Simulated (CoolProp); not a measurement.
Saturation properties of chlorine.

Values from CoolProp's reference Helmholtz-energy equation of state, Thol 2021.

```
T (K)  p (MPa)  liquid density (kg/m³)  liquid cp (kJ/(kg K))  vapour Z
-----  -------  ----------------------  ---------------------  --------
197.3  0.01020                    1677                 0.9399    0.9952
206.9        …                    1651                 0.9383    0.9923
216.5  0.03310                    1625                 0.9376    0.9882
226.1  0.05480                       …                 0.9381         …
235.7  0.08664                    1573                 0.9398    0.9763
245.3   0.1316                    1547                 0.9429    0.9681
254.9        …                    1520                 0.9476    0.9583
264.5   0.2744                    1493                 0.9540    0.9469
274.1   0.3797                    1465                 0.9623    0.9337
283.7   0.5130                    1437                 0.9727    0.9188
293.3   0.6786                    1408                 0.9854    0.9020
302.9   0.8805                    1378                  1.001    0.8834
312.5    1.123                    1347                  1.019    0.8629
322.1    1.411                    1315                  1.041    0.8403
331.7    1.749                    1281                  1.068    0.8157
```

Q: Some entries are withheld; supply them.

A: 
- 206.9, p (MPa): 0.01895
- 226.1, liquid density (kg/m³): 1599
- 226.1, vapour Z: 0.9830
- 254.9, p (MPa): 0.1930

It boils at 239.2 K under 1 atm.
